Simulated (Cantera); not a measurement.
A Cantera script and what it prints.

```python
import numpy as np
import cantera as ct

gas_names = """
    CL CLO CL2 H HCL HOCL HO2 H2 H2O H2O2 O OH O2 O3 Ti TiCL TiCL2 TiCL3 TiCL4 TiO TiOCL TiOCL2 TiO2
""".split()
cond_names = """
    H2O(s) H2O(L) Ti(a) Ti(b) Ti(L) TiCL2(s) TiCL3(s) TiCL4(L) TiO(a) TiO(b) TiO(L) TiO2(ru) TiO2(L)
    Ti2O3(a) Ti2O3(b) Ti2O3(L) Ti3O5(a) Ti3O5(b) Ti3O5(L) Ti4O7(s) Ti4O7(L)
""".split()


# ... load() reads the species with a 1 bar reference pressure and builds the phases ...
atoms = {
    'TiO2': {'Ti': 1, 'O': 2},
    'HCl': {'H': 1, 'CL': 1},
}
top_T = {'TiCL2(s)': 1300, 'TiCL3(s)': 1000}  # K; cautious upper limits of use, not melting points


# ... equilibrate(T, P, feed) seeds the gas with the atoms and calls Mixture.equilibrate('TP', solver="vcs", rtol=1e-11, max_steps=5000) ...
results = []
feed = {'TiO2': 1, 'HCl': 77}  # mol
P = 410  # Pa
for T in [1173, 1248, 1323, 1398, 1473, 1548, 1623, 1698, 1773, 1848, 1923]:
    mix = equilibrate(T, P, feed)
    results.append((T, P, feed, dict(zip(mix.species_names, mix.species_moles))))

top = {s: max(r[3][s] / sum(r[3][g] for g in gas_names) for r in results) for s in gas_names}
cols = sorted((s for s in top if top[s] > 0.001), key=lambda s: -top[s])[:5]
seen = [c for c in cond_names if any(r[3].get(c, 0) > 1e-12 for r in results)]
print("log10 of partial pressures in bar; condensed amounts in mol")
print(f"{'T/K':>10s}" + "".join(f"{s[:9]:>10s}" for s in cols + seen))
for T, P, feed, n in results:
    ng = sum(n[g] for g in gas_names)
    print(f"{T:10.4g}" + "".join(f"{np.log10(max(n[s] / ng * P / 1e5, 1e-99)):10.3f}" for s in cols)
          + "".join(f"{n.get(c, 0):10.4g}" for c in seen))
```

It prints:

```
log10 of partial pressures in bar; condensed amounts in mol
       T/K       HCL        CL        H2       H2O         H  TiO2(ru)  Ti4O7(s)
      1173    -2.388    -6.163    -6.423    -5.335   -10.140    0.9566         0
      1248    -2.388    -5.764    -6.046    -5.283    -9.354    0.9511         0
      1323    -2.389    -5.411    -5.707    -5.237    -8.653    0.9456         0
      1398    -2.390    -5.097    -5.402    -5.193    -8.026    0.9397         0
      1473    -2.391    -4.816    -5.128    -5.146    -7.462    0.9327         0
      1548    -2.393    -4.562    -4.880    -5.094    -6.951    0.9237         0
      1623    -2.396    -4.333    -4.654    -5.032    -6.487    0.9111         0
      1698    -2.401    -4.125    -4.449    -4.962    -6.064    0.8934         0
      1773    -2.408    -3.937    -4.263    -4.886    -5.677    0.8693         0
      1848    -2.418    -3.766    -4.094    -4.809    -5.323    0.8374         0
      1923    -2.432    -3.603    -3.957    -4.677    -5.004    0.3088    0.1326
```

These are equilibrium values from Cantera (NASA tables, ideal gas, pure condensed phases), not measurements of a reactor. Mutual solubility and eutectic melting of coexisting phases are not modelled. The tables' values for TiCl2 are old estimates; treat these amounts as uncertain. Condensed phases not in the tables: Magnéli phases beyond Ti4O7, TiOCl.
